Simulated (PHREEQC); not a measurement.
A solution holds 0.0064 mol HF, 0.00074 mol NH4F and 0.64 mol HCl per kg of water, at 25 °C. Closed to the air; pH follows from the charge balance.

Model: ion-association model, phreeqc.dat, run in PHREEQC.

| quantity | before | after |
|---|---|---|
| pH | 0.32 | 0.32 |
| F- (mol/kgw) | 1.86e-5 | 8.51e-5 |
| HF2- (mol/kgw) | 4.84e-7 | 1.02e-5 |

**Question.** What was changed between the two runs?
A) diluted 10-fold with water
B) temperature from 25 to 65 °C
C) temperature from 25 to 75 °C
D) HF from 0.0064 to 0.032 mol/kgw
E) HF left out

**Answer.** D, HF from 0.0064 to 0.032 mol/kgw

No solid was allowed to form.
